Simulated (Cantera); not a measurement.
Input: 1 mol Ta(OEt)5, 3 mol O2, 24 mol H2, held at 1077 °C and 1 atm.

Method: chemical equilibrium by Gibbs-energy minimisation in Cantera with the NASA 1993 tables (ideal gas, pure condensed phases). Candidate condensed phases: C, C6H6, C7H8, C8H18, H2O, Ta, TaC, Ta2O5; 113 gas species. The feed counts by its element totals alone. Mutual solubility and eutectic melting of coexisting phases are not modelled. TaC: taken at fixed stoichiometry. Condensed phases not in the tables: Ta2C. The numbers say what is thermodynamically allowed, not how fast it happens.

Base state: H2 0.790, CO 0.206, H2O 0.00209, CH4 0.00165, CO2 0.000278 (mole fractions); condensed: TaC(s) + Ta2O5(s).

**Question.** What changes in the equilibrium state with this change: temperature from 1077 °C to 1350 °C?

**Answer.** 
```tsv
species	before	after
H2	0.790	0.790
CO	0.206	0.207
H2O	0.00209	0.00322
CH4	0.00165	3.63e-5
H	2.10e-6	6.11e-5
CO2	0.000278	0.000272
TaC(s), mol	0.438	0.474
Ta2O5(s), mol	0.281	0.263
```
